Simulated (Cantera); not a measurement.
Feed: 1 mol Fe3O4, 0.013 mol Cl2, equilibrated at 100 Torr.

Method: chemical equilibrium by Gibbs-energy minimisation in Cantera with the NASA 1993 tables (ideal gas, pure condensed phases). Candidate condensed phases: Fe, FeCl2, FeCl3, FeO, Fe2O3, Fe3O4; 13 gas species. Mutual solubility and eutectic melting of coexisting phases are not modelled. Equilibrium is a limit: real reactors are often held back by kinetics, nucleation or transport.

Question: Which condensed phases are stable at each of these points (T (°C)): 925, 975, 1025, 1075, 1125, 1175, 1225, 1275, 1325, 1375?

Answer: 
```tsv
T (°C)	condensed phases	Fe condensed (%)
925	Fe2O3(s) + Fe3O4(s)	99.6
975	Fe2O3(s) + Fe3O4(s)	99.6
1025	Fe2O3(s) + Fe3O4(s)	99.6
1075	Fe2O3(s) + Fe3O4(s)	99.6
1125	Fe2O3(s) + Fe3O4(s)	99.6
1175	Fe2O3(s) + Fe3O4(s)	99.6
1225	Fe2O3(s) + Fe3O4(s)	99.6
1275	Fe2O3(s) + Fe3O4(s)	99.6
1325	Fe3O4(s)	99.6
1375	Fe3O4(s)	99.6
```

From 925 °C to 1275 °C the condensed part is Fe2O3(s) + Fe3O4(s). From 1325 °C to 1375 °C the condensed part is Fe3O4(s).
